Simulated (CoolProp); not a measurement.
n-butane along the isotherm 465 K: Z from the reference equation and from simpler models built on Tc = 425.1 K, pc = 3.796 MPa, ω = 0.201; each cubic takes its own stable root.

Model: reference Helmholtz-energy equation of state, Bücker 2006, in CoolProp.

```csv
p (MPa),phase,reference
0.0379,gas,0.9975
0.0675,gas,0.9956
0.12,gas,0.9922
0.213,gas,0.9861
0.379,gas,0.9750
0.675,gas,0.9548
1.2,gas,0.9174
2.13,gas,0.8454
3.79,gas,0.6929
6.75,supercritical,0.4022
12,supercritical,0.4812
```

Problem. How far does each simpler model (van der Waals, Redlich-Kwong, Soave-Redlich-Kwong, Peng-Robinson) lie from the reference over these 11 states: mean and median of the absolute difference, and the worst?

Solution. 
- van der Waals: mean 3.4 %, median 0.1 %, worst +27.6 % at 465 K and 12 MPa
- Redlich-Kwong: mean 1.5 %, median 0.3 %, worst +8.6 % at 465 K and 12 MPa
- Soave-Redlich-Kwong: mean 2.5 %, median 0.1 %, worst +14.0 % at 465 K and 6.75 MPa
- Peng-Robinson: mean 1.4 %, median 0.7 %, worst +6.3 % at 465 K and 6.75 MPa
